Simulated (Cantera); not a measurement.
An isothermal, constant-pressure homogeneous reactor starts with C₂H₆ : N₂ = 1 : 170 (molar parts), at 1475 K and 1.00 bar. Integrator tolerance rtol = 1e-08.

Model: GRI-Mech 3.0 (53 species, 325 reactions), integrated in Cantera. GRI-Mech 3.0 stops at C3 and has no aromatics, soot or wall deposition, so with more carbon than oxygen in the feed, carbon stays in small species such as C2H2 where larger ones or solid carbon would form.

Task: What does this change do: pressure from 1.00 bar to 0.000550 bar?

Result: 
```json
[
 {"quantity": "x(C₂H₆) at 1.00 s", "before": "2.61e-7 (gas-phase equilibrium 2.46e-10)", "after": "5.01e-7 (gas-phase equilibrium <1e-12)"},
 {"quantity": "x(CH₂) at 1.00 s", "before": "2.61e-10 (gas-phase equilibrium 7.28e-12)", "after": "1.65e-6 (gas-phase equilibrium 7.31e-12)"},
 {"quantity": "x(H) at 1.00 s", "before": "1.21e-6 (gas-phase equilibrium 1.40e-6)", "after": "0.000165 (gas-phase equilibrium 5.98e-5)"},
 {"quantity": "x(H₂) at 1.00 s", "before": "0.00991 (gas-phase equilibrium 0.0115)", "after": "0.00941 (gas-phase equilibrium 0.0115)"},
 {"quantity": "x(C₂H₂) at 1.00 s", "before": "0.00522 (gas-phase equilibrium 0.000487)", "after": "0.00455 (gas-phase equilibrium 0.000490)"},
 {"quantity": "x(CH₄) at 1.00 s", "before": "0.00109 (gas-phase equilibrium 3.04e-5)", "after": "0.000733 (gas-phase equilibrium 1.68e-8)"}
]
```
Radical loss at walls, strong at low pressure, is not modelled.
